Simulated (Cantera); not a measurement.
Input (Python, Cantera) and output of one run.

```python
import numpy as np
import cantera as ct

gas_names = """
    C CO CO2 C2 C2O C3 C3O2 C4 C5 O O2 O3 Si SiC SiC2 SiO SiO2 Si2 Si2C Si3
""".split()
cond_names = """
    C(gr) Si(cr) Si(L) SiC(b) SiO2(Lqz) SiO2(hqz) SiO2(L)
""".split()


# ... load() reads the species with a 1 bar reference pressure and builds the phases ...
atoms = {
    'Si': {'Si': 1},
    'O2': {'O': 2},
    'CO': {'C': 1, 'O': 1},
}
top_T = {'C(gr)': 4500, 'SiC(b)': 3050}  # K; cautious upper limits of use, not melting points


# ... equilibrate(T, P, feed) seeds the gas with the atoms and calls Mixture.equilibrate('TP', solver="vcs", rtol=1e-11, max_steps=5000) ...
results = []
feed = {'Si': 1, 'O2': 0.51, 'CO': 1}  # mol
P = 1300000  # Pa
for T in [625, 700, 775, 850, 925, 1000, 1075, 1150, 1225, 1300, 1375, 1450, 1525]:
    mix = equilibrate(T, P, feed)
    results.append((T, P, feed, dict(zip(mix.species_names, mix.species_moles))))

top = {s: max(r[3][s] / sum(r[3][g] for g in gas_names) for r in results) for s in gas_names}
cols = sorted((s for s in top if top[s] > 0.0001), key=lambda s: -top[s])[:7]
seen = [c for c in cond_names if any(r[3].get(c, 0) > 1e-12 for r in results)]
print("log10 of partial pressures in bar; condensed amounts in mol")
print(f"{'T/K':>10s}" + "".join(f"{s[:9]:>10s}" for s in cols + seen))
for T, P, feed, n in results:
    ng = sum(n[g] for g in gas_names)
    print(f"{T:10.4g}" + "".join(f"{np.log10(max(n[s] / ng * P / 1e5, 1e-99)):10.3f}" for s in cols)
          + "".join(f"{n.get(c, 0):10.4g}" for c in seen))
```

Output:

```
log10 of partial pressures in bar; condensed amounts in mol
       T/K       CO2        CO     C(gr) SiO2(Lqz) SiO2(hqz)
       625     1.114    -2.022      0.99         1         0
       700     1.112    -1.247      0.99         1         0
       775     1.106    -0.626    0.9899         1         0
       850     1.088    -0.123    0.9897         0         1
       925     1.045     0.283    0.9892         0         1
      1000     0.955     0.601    0.9882         0         1
      1075     0.794     0.831    0.9865         0         1
      1150     0.548     0.976    0.9843         0         1
      1225     0.232     1.053    0.9823         0         1
      1300    -0.112     1.087    0.9811         0         1
      1375    -0.449     1.102    0.9805         0         1
      1450    -0.763     1.108    0.9803         0         1
      1525    -1.050     1.111    0.9801         0         1
```

These are equilibrium values from Cantera (NASA tables, ideal gas, pure condensed phases), not measurements of a reactor. The tables hold silica as quartz up to 1696 K and as liquid above; real silica turns to tridymite and cristobalite and melts near 1996 K.
